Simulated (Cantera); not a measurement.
Ammonia decomposition in nitride growth gas

An isothermal, constant-pressure homogeneous reactor starts with 15.4 % NH3, 84.6 % N2, at 1675 K and 1.01 bar.

Computed with Cantera and the gas-phase N/H chemistry of the illustrative SiF4/NH3 mechanism in the Surface Chemkin manual (1991). Walls and surfaces, which speed up NH3 decomposition in real reactors, are not modelled.

```tsv
t (s)	x NH3	x NH2	x H2	x N2	x H
1.00e-6	0.154	3.60e-8	1.23e-8	0.846	1.14e-8
9.38e-6	0.154	4.30e-7	2.08e-7	0.846	1.39e-8
8.80e-5	0.154	4.15e-6	2.07e-6	0.846	1.40e-8
0.000826	0.154	3.71e-5	2.40e-5	0.846	2.26e-8
0.00775	0.153	7.80e-5	0.000643	0.846	1.75e-7
0.0727	0.149	7.08e-5	0.00684	0.845	1.35e-6
0.682	0.113	5.17e-5	0.0526	0.834	9.63e-6
6.40	0.0272	1.51e-5	0.165	0.808	3.65e-5
60.0	0.00215	1.38e-6	0.197	0.801	5.05e-5
```
x: mole fraction; the columns are a selection and need not sum to one.

Equilibrium at this temperature and pressure: NH3 3.10e-6, NH2 2.01e-9, H2 0.200, N2 0.800, H 5.19e-5 (gas phase only).
